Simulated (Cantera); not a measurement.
What does this Cantera script print?

```python
import numpy as np
import cantera as ct

gas_names = """
    H H2 N NH NH2 NH3 N2 N2H2 N2H4 Zr ZrN
""".split()
cond_names = """
    Zr(a) Zr(b) Zr(L) ZrN(s) ZrN(L)
""".split()


# ... load() reads the species with a 1 bar reference pressure and builds the phases ...
atoms = {
    'Zr': {'Zr': 1},
    'N2': {'N': 2},
    'H2': {'H': 2},
}
top_T = {}  # K; cautious upper limits of use, not melting points


# ... equilibrate(T, P, feed) seeds the gas with the atoms and calls Mixture.equilibrate('TP', solver="vcs", rtol=1e-11, max_steps=5000) ...
results = []
feed = {'Zr': 1, 'N2': 13, 'H2': 340}  # mol
P = 0.19  # Pa
for T in [1575, 1650, 1725, 1800, 1875, 1950, 2025, 2100, 2175, 2250, 2325, 2400]:
    mix = equilibrate(T, P, feed)
    results.append((T, P, feed, dict(zip(mix.species_names, mix.species_moles))))

top = {s: max(r[3][s] / sum(r[3][g] for g in gas_names) for r in results) for s in gas_names}
cols = sorted((s for s in top if top[s] > 0.0001), key=lambda s: -top[s])[:7]
seen = [c for c in cond_names if any(r[3].get(c, 0) > 1e-12 for r in results)]
print("log10 of partial pressures in bar; condensed amounts in mol")
print(f"{'T/K':>10s}" + "".join(f"{s[:9]:>10s}" for s in cols + seen))
for T, P, feed, n in results:
    ng = sum(n[g] for g in gas_names)
    print(f"{T:10.4g}" + "".join(f"{np.log10(max(n[s] / ng * P / 1e5, 1e-99)):10.3f}" for s in cols)
          + "".join(f"{n.get(c, 0):10.4g}" for c in seen))
```

Output:

```
log10 of partial pressures in bar; condensed amounts in mol
       T/K         H        H2        N2        Zr    ZrN(s)
      1575    -7.256    -5.750    -7.178   -16.553         1
      1650    -6.924    -5.766    -7.185   -15.096         1
      1725    -6.629    -5.795    -7.199   -13.764         1
      1800    -6.371    -5.849    -7.223   -12.539    0.9999
      1875    -6.154    -5.942    -7.260   -11.405    0.9991
      1950    -5.985    -6.089    -7.309   -10.352    0.9887
      2025    -5.867    -6.303    -7.362    -9.375    0.8781
      2100    -5.797    -6.582    -7.393    -8.507         0
      2175    -5.761    -6.900    -7.421    -8.535         0
      2250    -5.744    -7.230    -7.435    -8.549         0
      2325    -5.737    -7.556    -7.442    -8.556         0
      2400    -5.733    -7.870    -7.446    -8.560         0
```

Equilibrium computed with Cantera from the NASA thermochemical tables; the gas is ideal and each condensed phase is pure. ZrN: taken at fixed stoichiometry.
